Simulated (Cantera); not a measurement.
Thermodynamics of carbothermic reduction, feed PbO + CO + H2

A closed system holds: 1 mol PbO, 13 mol CO, a varied amount of H2, at 1975 °C and 1 atm.

Method: chemical equilibrium by Gibbs-energy minimisation in Cantera with the NASA 1993 tables (ideal gas, pure condensed phases). Candidate condensed phases: C, C6H6, C7H8, C8H18, H2O, Pb, PbO, PbO2, Pb3O4; 113 gas species. Gases not in the tables: (PbO)n polymers. Equilibrium is a limit: real reactors are often held back by kinetics, nucleation or transport.

| n(H2) (mol) | x CO | x H2 | x Pb | x CO2 | x H2O |
|---|---|---|---|---|---|
| 0.16 | 0.851 | 0.00767 | 0.0703 | 0.0670 | 0.00328 |
| 0.3 | 0.845 | 0.0145 | 0.0696 | 0.0636 | 0.00595 |
| 0.55 | 0.835 | 0.0269 | 0.0684 | 0.0581 | 0.0102 |
| 1 | 0.816 | 0.0493 | 0.0664 | 0.0499 | 0.0164 |
| 1.9 | 0.779 | 0.0935 | 0.0626 | 0.0378 | 0.0247 |
| 3.5 | 0.717 | 0.166 | 0.0569 | 0.0251 | 0.0317 |
| 6.4 | 0.622 | 0.277 | 0.0488 | 0.0143 | 0.0345 |
| 12 | 0.492 | 0.426 | 0.0383 | 0.00670 | 0.0316 |
x: gas mole fraction; nothing condenses.

From 0.16 mol H2 to 12 mol H2 nothing is condensed.
